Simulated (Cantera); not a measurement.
An adiabatic, constant-pressure homogeneous reactor starts with H₂ : O₂ : N₂ = 1 : 0.263 : 0.989 (molar parts), equivalence ratio 1.9, at 1325 K and 3750 Torr.

Model: GRI-Mech 3.0 (53 species, 325 reactions), integrated in Cantera. The hydrogen kinetics of GRI-Mech 3.0 are dated; newer H2 mechanisms differ, most at raised pressure.

One state of this run: T (K) = 2740; x H₂ = 0.225; x O₂ = 0.000328; x H₂O = 0.249; x O = 0.000710; x N₂O = 4.78e-8; x HO₂ = 7.84e-7; x OH = 0.00861. x: mole fraction; the columns are a selection and need not sum to one.

**Question.** Which value of t (s) does it belong to?
(A) 3.00e-6
(B) 1.91e-5
(C) 0.0793
(D) 0.000307

**Answer.** B, 1.91e-5
